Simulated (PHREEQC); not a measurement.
Make-up at 20 °C: 0.002 mol/kgw HF, 9.8e-05 mol/kgw (NH4)2SiF6, 6.4e-05 mol/kgw H3AsO4 and 3.8e-05 mol/kgw H2SO4. Closed to the air; pH follows from the charge balance.

Model: ion-association model, wateq4f.dat, run in PHREEQC.

Each row changes one thing in this solution. No solid was allowed to form.

```
case                                           pH  ionic strength (mol/kgw)  HF (mol/kgw)  F- (mol/kgw)  SiF6-2 (mol/kgw)  H2AsO4- (mol/kgw)  SI of Quartz (SiO2)
-------------------------------------------  ----  ------------------------  ------------  ------------  ----------------  -----------------  -------------------
as made                                      3.01                   0.00131       0.00124      0.000962           6.08e-5            5.43e-5                -0.37
temperature from 20 to 70 °C                 3.17                  0.000931       0.00180      0.000768           1.62e-7            5.38e-5                -0.60
HF left out                                  3.47                  0.000578      0.000182      0.000405           1.27e-8            6.02e-5                +0.05
(NH4)2SiF6 from 9.8e-05 to 1.96e-05 mol/kgw  3.01                   0.00109       0.00115      0.000894           9.90e-6            5.43e-5                -0.96
diluted 2-fold with water                    3.19                  0.000780      0.000588      0.000689           1.94e-6            2.86e-5                -0.27
temperature from 20 to 80 °C                 3.21                  0.000867       0.00187      0.000707           3.48e-8            5.40e-5                -0.71
```

Constants without temperature data keep their 25 °C values here. SiF6-2 is the database's only silicon fluoride.
